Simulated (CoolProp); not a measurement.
A closed Brayton cycle with nitrogen: compressor inlet 325.15 K and 0.97 MPa, high pressure 2.05 MPa, turbine inlet 930 K, compressor efficiency 0.8, turbine efficiency 0.93, recuperator effectiveness 0.9 (on enthalpy, no pinch check). Each further row changes one setting.

Computed with CoolProp (reference Helmholtz-energy equation of state, Span 2000).

| case | thermal efficiency (%) | net work (kJ/kg) | compressor to turbine work | compressor exit (K) | turbine exit (K) |
|---|---|---|---|---|---|
| as stated | 34.7 | 74.5 | 0.58 | 422.0 | 776.1 |
| turbine inlet 880 K | 32.4 | 64.9 | 0.61 | 422.0 | 733.1 |
| compressor inlet 335.15 K | 33.5 | 71.4 | 0.59 | 434.9 | 776.1 |
| high pressure 1.74 MPa | 34.1 | 63.0 | 0.55 | 399.0 | 807.7 |
| recuperator effectiveness 0.5 | 20.3 | 74.5 | 0.58 | 422.0 | 776.1 |
